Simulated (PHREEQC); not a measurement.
A solution holds 0.17 mol HF, 3e-05 mol NaF and 0.0012 mol H2SiF6 per kg of water, at 45 °C. Closed to the air; pH follows from the charge balance.

All values are PHREEQC results (ion-association model, wateq4f.dat), not measurements.

The ionic strength comes out as 0.0128 mol/kgw. What activity coefficients do SiF6-2, F-, HF2-, Na+, H+ get?

SiF6-2 0.63, F- 0.89, HF2- 0.89, Na+ 0.89, H+ 0.90.

No solid was allowed to form. wateq4f.dat counts part of the HF as a dimer, H2F2, which phreeqc.dat doesn't know; its constant is uncertain. Away from 25 °C the constants follow the database's enthalpies or fits; those with neither stay at their 25 °C values. SiF6-2 is the database's only silicon fluoride.
